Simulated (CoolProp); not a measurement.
Methanol along the isotherm 620 K: density (kg/m³) from the reference equation and from simpler models built on Tc = 513.4 K, pc = 8.216 MPa, ω = 0.565; each cubic takes its own stable root.

The numbers come from the reference Helmholtz-energy equation of state, de Reuck 1993 in CoolProp.

| p (MPa) | phase | reference | Redlich-Kwong | Peng-Robinson |
|---|---|---|---|---|
| 0.13 | gas | 0.8102 | 0.8106 | 0.8104 |
| 0.21 | gas | 1.311 | 1.312 | 1.311 |
| 0.339 | gas | 2.122 | 2.124 | 2.123 |
| 0.548 | gas | 3.444 | 3.451 | 3.448 |
| 0.885 | gas | 5.602 | 5.620 | 5.610 |
| 1.43 | gas | 9.157 | 9.205 | 9.177 |
| 2.31 | gas | 15.08 | 15.21 | 15.12 |
| 3.73 | gas | 25.18 | 25.52 | 25.24 |
| 6.03 | gas | 43.05 | 44.15 | 43.08 |
| 9.74 | supercritical | 76.35 | 80.83 | 75.97 |
| 15.7 | supercritical | 143.9 | 160.8 | 138.0 |
| 25.4 | supercritical | 291.7 | 268.7 | 235.5 |
| 41.1 | supercritical | 431.0 | 347.7 | 334.4 |
